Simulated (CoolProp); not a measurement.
Saturated liquid density (kg/m³) of octamethyltrisiloxane (MDM): the reference equation beside estimates from Tc = 565.4 K, pc = 1.438 MPa, ω = 0.528.

Values from CoolProp's reference Helmholtz-energy equation of state, Thol 2017.

```tsv
T (K)	reference	van der Waals	Redlich-Kwong	Peng-Robinson
417	685.9	398.8	573.6	707.8
423.6	677.7	394.3	565.4	699.1
430.2	669.4	389.5	556.9	690.1
436.8	660.8	384.7	548.2	680.6
443.4	652.1	379.7	539.3	670.7
449.9	643.3	374.7	530.2	660.5
456.5	634.1	369.4	520.7	649.7
463.1	624.6	364.0	510.9	638.3
469.7	614.8	358.3	500.7	626.4
476.3	604.7	352.5	490.2	613.8
482.9	594.2	346.4	479.2	600.5
```

Absolute difference from the reference over all 11 rows, mean and median: van der Waals 41.8 and 41.8 %, Redlich-Kwong 17.7 and 17.6 %, Peng-Robinson 2.5 and 2.7 %.
